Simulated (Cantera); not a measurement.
A diamond (100) surface in a fixed gas of H2 with x(CH4) = 0.012, x(CH3) = 0.00096, at 975 K, 0.0780 bar; coverages are run to steady state.

Detailed kinetics in Cantera: the Harris–Goodwin 1993 mechanism for the reconstructed diamond (100) surface.

One state of this run: growth (µm/h) = 30.1; θ c6HH = 0.545; θ c6H* = 0.0142; θ c6*H = 0.311; θ c6** = 0.00679; θ c6HM = 0.0919. θ: site fractions in the mechanism's names (c6HH fully hydrogenated, c6H* and c6*H radical sites, c6** diradical, c6HM methylated).

Which value of x(H) does it belong to?
(A) 0.0054
(B) 0.00022
(C) 0.0001
(D) 0.0024

A, 0.0054
